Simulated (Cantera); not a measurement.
An adiabatic, constant-volume homogeneous reactor starts with H2 : O2 : N2 = 1 : 1.04 : 3.92 (molar parts), at 1273 K and 16.0 bar.

Model: the H2/O2 subset of GRI-Mech 3.0, which has no nitrogen chemistry, integrated in Cantera. The hydrogen kinetics of GRI-Mech 3.0 are dated; newer H2 mechanisms differ, most at raised pressure. The pressure lies above the range GRI-Mech 3.0 was tuned for (to about 10 atm).

Task: Predict: time of steepest temperature rise; temperature at 4.00 s; equilibrium temperature; x(H2) at 4.00 s; x(O2) at 4.00 s; x(O) at 4.00 s; x(H2O) at 4.00 s; x(H) at 4.00 s.

Result: 
```
Property                                                              Result
---------------------------------  -----------------------------------------
time of steepest temperature rise                                    20.6 µs
temperature at 4.00 s                                                 2659 K
equilibrium temperature                                               2659 K
x(H2) at 4.00 s                      0.00126 (gas-phase equilibrium 0.00126)
x(O2) at 4.00 s                        0.0956 (gas-phase equilibrium 0.0956)
x(O) at 4.00 s                       0.00170 (gas-phase equilibrium 0.00170)
x(H2O) at 4.00 s                         0.176 (gas-phase equilibrium 0.176)
x(H) at 4.00 s                     0.000314 (gas-phase equilibrium 0.000314)
```
